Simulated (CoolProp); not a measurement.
Vapour-liquid equilibrium of CF4 (R14) (1) + R13 (2) at 167.9 K; x and y are mole fractions of (1).

Computed with CoolProp (multi-fluid Helmholtz-energy mixture model, Platzer 1990 and Platzer 1990; pair parameters Bell 2016). This equation is an older, rougher fit; its heat capacities, sound speeds and derivatives of the liquid may be far off and weren't checked against measurements.

```
x     bubble pressure, mixture model (MPa)  bubble pressure, Raoult's law (MPa)  y, mixture model  y, Raoult's law
----  ------------------------------------  -----------------------------------  ----------------  ---------------
0.05                               0.05012                              0.04168             0.557            0.476
0.2                                 0.1206                              0.09768             0.837            0.812
0.35                                0.1788                               0.1537             0.904            0.903
0.5                                 0.2295                               0.2097             0.937            0.945
0.65                                0.2769                               0.2657             0.959            0.970
0.8                                 0.3248                               0.3217             0.977            0.986
0.95                                0.3772                               0.3777             0.994            0.997
```

The largest gap from Raoult's law is +23.5 % in bubble pressure, at x = 0.2. No azeotrope shows between x = 0.05 and 0.95.

The pair parameters rest on a limited set of measurements; away from them the model extrapolates.
